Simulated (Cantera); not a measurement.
An adiabatic, constant-volume homogeneous reactor starts with CH4 : O2 : N2 = 1 : 0.87 : 3.27 (molar parts), at 1225 K and 760 Torr.

Detailed kinetics in Cantera: GRI-Mech 3.0 (53 species, 325 reactions).

Q: Predict: time of steepest temperature rise; temperature at 1.00 s; equilibrium temperature; x(O2) at 1.00 s; x(H2O2) at 1.00 s.

A: 
- time of steepest temperature rise: 47.3 ms
- temperature at 1.00 s: 2415 K
- equilibrium temperature: 2415 K
- x(O2) at 1.00 s: 1.55e-6 (gas-phase equilibrium 1.55e-6)
- x(H2O2) at 1.00 s: 1.19e-9 (gas-phase equilibrium 1.19e-9)
